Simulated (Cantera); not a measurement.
Feed: 1 mol MgCO₃, 0.064 mol SO₂, 0.56 mol N₂, 0.95 mol O₂, equilibrated at 140000 Pa.

Cantera equilibrium calculation (NASA polynomials, part measured and part estimated; ideal gas, pure solids and liquids). Candidate condensed phases: C, Mg, MgCO₃, MgO, MgS, MgSO₄, S; 40 gas species. The numbers say what is thermodynamically allowed, not how fast it happens.

**Question.** At 1298 K, list the 6 most abundant gas species with their mole fractions, and the condensed phases.

**Answer.** CO₂ 0.389, O₂ 0.368, N₂ 0.218, SO₂ 0.0229, SO₃ 0.00203, NO 0.000272. Condensed: MgO(s).
